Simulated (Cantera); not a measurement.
Input (Python, Cantera):

```python
import numpy as np
import cantera as ct

gas = ct.Solution("gri30.yaml")
gas.TPX = 1573, 380000, {'CH3OH': 0.0034, 'O2': 0.005, 'N2': 1}
reactor = ct.IdealGasConstPressureReactor(gas, energy="off", clone=False)
net = ct.ReactorNet([reactor])
net.rtol, net.atol = 1e-08, 1e-18
show = ['CH3OH', 'O2', 'H2O2', 'OH', 'HCO', 'C2H', 'NO2']
times = np.geomspace(0.0003, 1, 10)

steps = ct.SolutionArray(gas, extra=["t"])
rows = []
print(f"{'t/s':>10s}{'T/K':>9s}{'P/Pa':>11s}" + "".join(f"{s:>11s}" for s in show))
for t in times:
    while net.time < t:
        t_next = net.step()
        steps.append(gas.state, t=t_next)
    rows.append([np.interp(t, steps.t, y) for y in (steps.T, steps.P, *steps(*show).X.T)])
    print(f"{t:10.3e}{rows[-1][0]:9.1f}{rows[-1][1]:11.4g}" + "".join(f"{x:11.3e}" for x in rows[-1][2:]))
rate = np.gradient(steps.T, steps.t)
print("integrator steps:", len(steps.t))
if steps.T.max() > steps.T[0] + 200:
    print(f"time of steepest temperature rise: {steps.t[rate.argmax()]:.4e} s")
gas.TPX = 1573, 380000, {'CH3OH': 0.0034, 'O2': 0.005, 'N2': 1}
gas.equilibrate("TP")
print(f"equilibrium (TP): T = {gas.T:.1f} K  " + "  ".join(f"{s} {gas[s].X[0]:.3e}" for s in show))
```

Result:

```
       t/s      T/K       P/Pa      CH3OH         O2       H2O2         OH        HCO        C2H        NO2
 3.000e-04   1573.0    3.8e+05  5.615e-16  1.224e-03  7.813e-08  2.680e-04  6.995e-09  7.067e-23  9.388e-10
 7.388e-04   1573.0    3.8e+05  7.986e-17  6.587e-04  3.862e-08  1.610e-04  1.580e-09  6.756e-24  1.297e-09
 1.820e-03   1573.0    3.8e+05  9.210e-18  3.399e-04  1.601e-08  9.238e-05  3.302e-10  4.464e-25  1.342e-09
 4.481e-03   1573.0    3.8e+05  1.179e-18  1.706e-04  6.095e-09  5.293e-05  7.499e-11  3.086e-26  1.258e-09
 1.104e-02   1573.0    3.8e+05  1.860e-19  8.149e-05  2.207e-09  3.045e-05  1.986e-11  5.001e-29  1.070e-09
 2.718e-02   1573.0    3.8e+05  4.865e-20  3.497e-05  7.429e-10  1.721e-05  6.246e-12 -2.653e-27  7.885e-10
 6.694e-02   1573.0    3.8e+05 -9.753e-21  1.208e-05  2.101e-10  9.016e-06  2.247e-12  8.131e-29  4.664e-10
 1.649e-01   1573.0    3.8e+05  7.122e-21  2.862e-06  4.102e-11  3.957e-06  8.235e-13  1.037e-29  2.001e-10
 4.060e-01   1573.0    3.8e+05  4.309e-21  4.547e-07  5.319e-12  1.423e-06  2.807e-13  1.476e-30  6.289e-11
 1.000e+00   1573.0    3.8e+05  3.375e-21  7.476e-08  1.090e-12  6.447e-07  1.260e-13  4.317e-31  2.489e-11
integrator steps: 2272
equilibrium (TP): T = 1573.0 K  CH3OH 3.248e-21  O2 3.992e-08  H2O2 8.060e-13  OH 5.547e-07  HCO 1.031e-13  C2H 3.631e-31  NO2 3.101e-12
```

Detailed kinetics in Cantera: GRI-Mech 3.0 (53 species, 325 reactions). GRI-Mech 3.0 was tuned for natural gas; its chemistry of methanol as a main component is partial and can be far from experiment.
